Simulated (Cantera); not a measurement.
Feed: 1 mol C, 89 mol H2, at 310000 Pa.

These are equilibrium values from Cantera (NASA tables, ideal gas, pure condensed phases), not measurements of a reactor. Candidate condensed phases: C, C6H6, C7H8, C8H18; 76 gas species. The numbers say what is thermodynamically allowed, not how fast it happens.

Q: What share of the C ends up in condensed phases as a function of T (°C), at 1752, 1802, 1852, 1902, 1952, 2002, 2052, 2102, 2152, 2202, 2252, 2302, 2352?

A: 
```csv
T (°C),C condensed (%),as
1752,72.5,C(graphite)
1802,67.8,C(graphite)
1852,61.1,C(graphite)
1902,52.1,C(graphite)
1952,40.3,C(graphite)
2002,25.4,C(graphite)
2052,6.8,C(graphite)
2102,0.0,-
2152,0.0,-
2202,0.0,-
2252,0.0,-
2302,0.0,-
2352,0.0,-
```
